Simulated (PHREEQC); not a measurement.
Solution (20 °C): 0.021 mol HF and 0.00032 mol NH4F per kg of water. It is in equilibrium with CO2 at log p = -3.5 (atm). Otherwise closed; pH follows from the charge balance.

Model: ion-association model, wateq4f.dat, run in PHREEQC.

This is a speciation only: nothing precipitates in the calculation.

Task: Order these F species by the share of F that they hold, largest first: HF2-, F-, H2F2, HF.

Result: HF (74 %), F- (17 %), H2F2 (7.2 %), HF2- (2.0 %)

The pH is 2.48 and the ionic strength 0.00388 mol/kgw. wateq4f.dat counts part of the HF as a dimer, H2F2, which phreeqc.dat doesn't know; its constant is uncertain.
